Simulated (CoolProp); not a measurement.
Ethanol at 512.34 K and 8.69 MPa is throttled through a valve to 2.83 MPa with no heat exchange. Each further row changes one setting.

Computed with CoolProp (reference Helmholtz-energy equation of state, Schroeder 2014).

| case | temperature change (K) | final phase | final density (kg/m³) |
|---|---|---|---|
| as stated | -41.8 | two-phase, vapour fraction 0.366 | 111 |
| outlet pressure 0.849 MPa | -94.9 | two-phase, vapour fraction 0.577 | 22.1 |
| outlet pressure 3.68 MPa | -28.1 | two-phase, vapour fraction 0.278 | 175 |
